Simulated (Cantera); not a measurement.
An isothermal, constant-pressure homogeneous reactor starts with 41.0 % CH4, 49.2 % H2O, 9.84 % H2, at 2200 K and 100.0 Torr.

Computed with Cantera and GRI-Mech 3.0 (53 species, 325 reactions).

x: mole fraction; the columns are a selection and need not sum to one.

| t (s) | x CH4 | x H2O | x H2 | x HCO | x C2H2 |
|---|---|---|---|---|---|
| 1.00e-6 | 0.408 | 0.491 | 0.0988 | 2.07e-11 | 3.19e-10 |
| 8.18e-6 | 0.397 | 0.489 | 0.103 | ? | 6.61e-6 |
| 6.69e-5 | 0.226 | 0.437 | 0.244 | ? | 0.0289 |
| 0.000547 | 0.0229 | 0.317 | 0.504 | ? | 0.115 |
| 0.00447 | 0.00707 | 0.176 | 0.621 | ? | 0.0611 |
| 0.0366 | 0.00102 | 0.0528 | 0.714 | ? | 0.00460 |
| 0.299 | 4.49e-10 | 0.0422 | 0.721 | 9.13e-8 | 1.52e-12 |
| 2.45 | 4.48e-10 | 0.0422 | 0.721 | 9.13e-8 | 1.30e-12 |
| 20.0 | 4.48e-10 | 0.0422 | 0.721 | 9.13e-8 | 1.30e-12 |

Problem. What belongs in the gaps?

Solution. 
- 8.18e-6, x HCO: 4.22e-8
- 6.69e-5, x HCO: 1.16e-5
- 0.000547, x HCO: 2.96e-6
- 0.00447, x HCO: 9.28e-7
- 0.0366, x HCO: 1.47e-7
